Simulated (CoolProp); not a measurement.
Vapour-liquid equilibrium of carbon dioxide (1) + n-perfluorobutane (2) at 253.6 K; x and y are mole fractions of (1).

Computed with CoolProp (multi-fluid Helmholtz-energy mixture model, Span 1996 and Gao 2022; pair parameters Bell 2016).

| x | bubble pressure (bar) | y at the bubble point | dew pressure at overall composition x (bar) | liquid density (mol/L) |
|---|---|---|---|---|
| 0.05 | 1.722 | 0.727 | 0.4968 | 7.250 |
| 0.2 | 6.036 | 0.923 | 0.5906 | 8.231 |
| 0.35 | 9.699 | 0.953 | 0.7273 | 9.444 |
| 0.5 | 12.13 | 0.965 | 0.9449 | 11.00 |
| 0.65 | 13.93 | 0.972 | 1.347 | 13.09 |
| 0.8 | 15.97 | 0.981 | 2.344 | 16.13 |
| 0.95 | 18.82 | 0.995 | 9.088 | 21.02 |

No azeotrope shows between x = 0.05 and 0.95.

Pair parameters are fitted to limited data, so mixtures are less certain than the pure fluids. The gap from Raoult's law changes sign with composition, which may be real or a fault of the pair parameters; it wasn't checked against measurements.
